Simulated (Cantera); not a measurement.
A closed system holds: 1 mol FeS2, 0.83 mol H2, 0.087 mol H2O, equilibrated at 1425 K and 1.10 bar.

Cantera equilibrium calculation (NASA polynomials, part measured and part estimated; ideal gas, pure solids and liquids). Candidate condensed phases: Fe, FeO, Fe(OH)2, Fe(OH)3, FeS, FeSO4, FeS2, Fe2O3, Fe2(SO4)3, Fe3O4, H2O, H2SO4, S; 22 gas species. FeS: taken at fixed stoichiometry. Kinetics and transport are ignored.

Base state: H2S 0.520, H2 0.217, S2 0.183, H2O 0.0771, SH 0.00236, S2O 0.000114, SO2 6.13e-5, SO 2.58e-5 (mole fractions); condensed: FeS(s).

Q: What changes in the equilibrium state with this change: pressure from 1.10 bar to 32.0 Pa?

A: 
| species | before | after |
|---|---|---|
| H2 | 0.217 | 0.562 |
| S2 | 0.183 | 0.339 |
| H2O | 0.0771 | 0.0607 |
| H2S | 0.520 | 0.0312 |
| Fe | <1e-9 | 1.90e-5 |
| H | 3.03e-6 | 0.000286 |
| S | 6.65e-6 | 0.000530 |
| SO | 2.58e-5 | 0.000625 |
| FeS(s), mol | 1.00 | 1.000 |

Q: What changes in the equilibrium state with this change: pressure from 1.10 bar to 50.0 mbar?

A: 
```json
[
 {"species": "H2", "before": "0.217", "after": "0.406"},
 {"species": "S2", "before": "0.183", "after": "0.269"},
 {"species": "H2S", "before": "0.520", "after": "0.251"},
 {"species": "H2O", "before": "0.0771", "after": "0.0688"},
 {"species": "H", "before": "3.03e-6", "after": "1.94e-5"},
 {"species": "S", "before": "6.65e-6", "after": "3.78e-5"},
 {"species": "SO", "before": "2.58e-5", "after": "6.99e-5"},
 {"species": "SH", "before": "0.00236", "after": "0.00392"},
 {"species": "FeS(s), mol", "before": "1.00", "after": "1.00"}
]
```
